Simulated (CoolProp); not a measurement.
Propane along the isotherm 408.9 K: density (kg/m³) from the reference equation and from simpler models built on Tc = 369.9 K, pc = 4.251 MPa, ω = 0.152; each cubic takes its own stable root.

Values from CoolProp's reference Helmholtz-energy equation of state, Lemmon 2009.

```json
[
 {"p (MPa)": "0.134", "phase": "gas", "reference": "1.752", "ideal gas": "1.738", "Redlich-Kwong": "1.752", "Soave-Redlich-Kwong": "1.752", "Peng-Robinson": "1.754"},
 {"p (MPa)": "0.255", "phase": "gas", "reference": "3.357", "ideal gas": "3.307", "Redlich-Kwong": "3.359", "Soave-Redlich-Kwong": "3.357", "Peng-Robinson": "3.364"},
 {"p (MPa)": "0.483", "phase": "gas", "reference": "6.448", "ideal gas": "6.265", "Redlich-Kwong": "6.454", "Soave-Redlich-Kwong": "6.447", "Peng-Robinson": "6.473"},
 {"p (MPa)": "0.916", "phase": "gas", "reference": "12.57", "ideal gas": "11.88", "Redlich-Kwong": "12.59", "Soave-Redlich-Kwong": "12.57", "Peng-Robinson": "12.66"},
 {"p (MPa)": "1.74", "phase": "gas", "reference": "25.27", "ideal gas": "22.57", "Redlich-Kwong": "25.37", "Soave-Redlich-Kwong": "25.25", "Peng-Robinson": "25.63"},
 {"p (MPa)": "3.29", "phase": "gas", "reference": "54.44", "ideal gas": "42.67", "Redlich-Kwong": "54.89", "Soave-Redlich-Kwong": "54.20", "Peng-Robinson": "55.86"},
 {"p (MPa)": "6.24", "phase": "supercritical", "reference": "155.8", "ideal gas": "80.93", "Redlich-Kwong": "158.7", "Soave-Redlich-Kwong": "148.1", "Peng-Robinson": "157.1"},
 {"p (MPa)": "11.8", "phase": "supercritical", "reference": "337.7", "ideal gas": "153.0", "Redlich-Kwong": "311.3", "Soave-Redlich-Kwong": "301.5", "Peng-Robinson": "329.6"},
 {"p (MPa)": "22.4", "phase": "supercritical", "reference": "410.3", "ideal gas": "290.5", "Redlich-Kwong": "392.3", "Soave-Redlich-Kwong": "386.6", "Peng-Robinson": "427.0"},
 {"p (MPa)": "42.5", "phase": "supercritical", "reference": "466.2", "ideal gas": "551.2", "Redlich-Kwong": "459.0", "Soave-Redlich-Kwong": "455.6", "Peng-Robinson": "504.5"}
]
```
